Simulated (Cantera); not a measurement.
An isothermal, constant-pressure homogeneous reactor starts with H₂ : O₂ : N₂ = 0.83 : 1 : 0.55 (molar parts), equivalence ratio 0.41, at 1225 K and 0.340 bar. Integrator tolerance rtol = 1e-08.

Detailed kinetics in Cantera: GRI-Mech 3.0 (53 species, 325 reactions). The temperature is held fixed by assumption; the heat of reaction is taken as removed at once.

Q: What does this change do: temperature 1225 to 800 K?

A: 
```csv
quantity,before,after
x(H₂) at 10.0 s,2.83e-8 (gas-phase equilibrium 2.83e-8),0.348 (gas-phase equilibrium <1e-12)
x(O₂) at 10.0 s,0.298 (gas-phase equilibrium 0.298),0.420 (gas-phase equilibrium 0.298)
x(NO₂) at 10.0 s,3.11e-8 (gas-phase equilibrium 1.75e-6),<1e-12 (gas-phase equilibrium 3.05e-7)
x(OH) at 10.0 s,1.23e-5 (gas-phase equilibrium 1.23e-5),1.12e-10 (gas-phase equilibrium 2.57e-9)
x(NO) at 10.0 s,2.99e-6 (gas-phase equilibrium 0.000168),<1e-12 (gas-phase equilibrium 1.43e-6)
```
Below about 950 K walls govern HO2 and H2O2 in real vessels.

Q: What does this change do: temperature 1225 to 775 K?

A: 
| quantity | before | after |
|---|---|---|
| x(H₂) at 10.0 s | 2.83e-8 (gas-phase equilibrium 2.83e-8) | 0.349 (gas-phase equilibrium <1e-12) |
| x(O₂) at 10.0 s | 0.298 (gas-phase equilibrium 0.298) | 0.420 (gas-phase equilibrium 0.298) |
| x(NO₂) at 10.0 s | 3.11e-8 (gas-phase equilibrium 1.75e-6) | <1e-12 (gas-phase equilibrium 2.60e-7) |
| x(OH) at 10.0 s | 1.23e-5 (gas-phase equilibrium 1.23e-5) | 3.36e-12 (gas-phase equilibrium 1.17e-9) |
| x(NO) at 10.0 s | 2.99e-6 (gas-phase equilibrium 0.000168) | <1e-12 (gas-phase equilibrium 9.18e-7) |
Below about 950 K walls govern HO2 and H2O2 in real vessels.
